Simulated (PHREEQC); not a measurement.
Make-up at 25 °C: 0.0078 mol/kgw NiSO4, 0.0046 mol/kgw NaOH and 0.048 mol/kgw H2SO4. Closed to the air; pH follows from the charge balance.

Model: ion-association model, wateq4f.dat, run in PHREEQC.

The ionic strength comes out as 0.0922 mol/kgw. What activity coefficients do HSO4-, NaSO4-, Ni(SO4)2-2, H+, Ni+2 get?

HSO4- 0.78, NaSO4- 0.79, Ni(SO4)2-2 0.38, H+ 0.83, Ni+2 0.38.

No solid was allowed to form. Species that the database lacks are ignored.
